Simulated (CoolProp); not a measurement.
n-octane along the isotherm 323.9 K: Z from the reference equation and from simpler models built on Tc = 568.7 K, pc = 2.484 MPa, ω = 0.398; each cubic takes its own stable root.

Model: reference Helmholtz-energy equation of state, Beckmüller 2019, in CoolProp.

```csv
p (MPa),phase,reference,van der Waals,Redlich-Kwong,Peng-Robinson
0.887,liquid,0.05546,0.09909,0.06728,0.05719
1.77,liquid,0.1105,0.1964,0.1338,0.1139
2.66,liquid,[?],0.2932,0.2004,0.1709
3.55,liquid,0.2211,0.3890,[?],0.2278
4.43,liquid,0.2755,0.4828,0.3317,0.2838
5.32,liquid,0.3304,0.5768,0.3972,0.3403
6.21,liquid,0.3852,0.6701,0.4623,[?]
7.1,liquid,[?],0.7628,0.5271,0.4528
7.98,liquid,0.4937,0.8537,0.5909,[?]
8.87,liquid,0.5481,0.9452,0.6551,0.5641
9.76,liquid,[?],1.036,0.7191,0.6199
10.6,liquid,0.6535,1.121,0.7792,0.6724
11.5,liquid,0.7081,1.213,0.8434,0.7286
12.4,liquid,0.7626,1.303,0.9074,0.7846
```

**Question.** Fill in the missing entries.

**Answer.** 
- 2.66, reference: 0.1659
- 3.55, Redlich-Kwong: 0.2666
- 6.21, Peng-Robinson: 0.3966
- 7.1, reference: 0.4398
- 7.98, Peng-Robinson: 0.5082
- 9.76, reference: 0.6024
